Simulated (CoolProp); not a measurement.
Properties of water at several states (Tc = 647.1 K, pc = 220.6 bar, ω = 0.344).

Computed with CoolProp (reference Helmholtz-energy equation of state, Wagner 2002).

```json
[
 {"T (K)": "998.9", "p (bar)": "808", "phase": "supercritical", "density (kg/m³)": "211.6", "cv (kJ/(kg K))": "2.237", "Joule-Thomson coefficient (K/MPa)": "1.366", "isothermal compressibility (1/MPa)": "0.01362", "conductivity (mW/(m K))": "202", "Prandtl number": "0.873"},
 {"T (K)": "967", "p (bar)": "0.635", "phase": "gas", "density (kg/m³)": "0.1423", "cv (kJ/(kg K))": "1.806", "Joule-Thomson coefficient (K/MPa)": "?", "isothermal compressibility (1/MPa)": "15.75", "conductivity (mW/(m K))": "?", "Prandtl number": "0.901"},
 {"T (K)": "476.4", "p (bar)": "27.1", "phase": "liquid", "density (kg/m³)": "861.7", "cv (kJ/(kg K))": "3.305", "Joule-Thomson coefficient (K/MPa)": "-0.08591", "isothermal compressibility (1/MPa)": "0.0009006", "conductivity (mW/(m K))": "659", "Prandtl number": "0.907"},
 {"T (K)": "671", "p (bar)": "189", "phase": "gas", "density (kg/m³)": "92.22", "cv (kJ/(kg K))": "2.638", "Joule-Thomson coefficient (K/MPa)": "6.061", "isothermal compressibility (1/MPa)": "0.09158", "conductivity (mW/(m K))": "?", "Prandtl number": "1.54"}
]
```

Task: What belongs in the gaps?

Result: 
- 967, Joule-Thomson coefficient (K/MPa): 2.630
- 967, conductivity (mW/(m K)): 91.4
- 671, conductivity (mW/(m K)): 98.1

Viscosity comes from a separate model (Huber 2009). Thermal conductivity comes from a separate model (Huber 2012).
